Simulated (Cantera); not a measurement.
A closed system holds: 1 mol MgO, 0.17 mol O2, 2.3 mol CO2, at 1252 °C and 5.20 bar.

These are equilibrium values from Cantera (NASA tables, ideal gas, pure condensed phases), not measurements of a reactor. Candidate condensed phases: C, Mg, MgCO3, MgO; 15 gas species. Kinetics and transport are ignored.

What is the equilibrium state?


```
Quantity                                    Value
--------------------------------------  ---------
x(CO2)                                      0.931
x(O2)                                      0.0688
x(CO)                                     1.10e-5
n(MgO(s))                                1.00 mol
gas amount                              2.470 mol
log10 activity of C(graphite) (absent)     -12.44
log10 activity of Mg(l) (absent)           -14.59
```
